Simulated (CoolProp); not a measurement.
Vapour-liquid equilibrium of cis-2-butene (1) + acetone (2) at 333.1 K; x and y are mole fractions of (1).

The numbers come from the multi-fluid Helmholtz-energy mixture model, Lemmon 2005 and Lemmon 2006; pair parameters Bell 2016 in CoolProp.

Task: Give the bubble pressure and the first vapour's composition at x = 0.275, 0.725, 0.8. Is there an azeotrope?

Result: x = 0.275: 0.3549 MPa, y = 0.728; x = 0.725: 0.5133 MPa, y = 0.880; x = 0.8: 0.5317 MPa, y = 0.903. No azeotrope shows between x = 0.05 and 0.95.

The pair parameters rest on a limited set of measurements; away from them the model extrapolates.
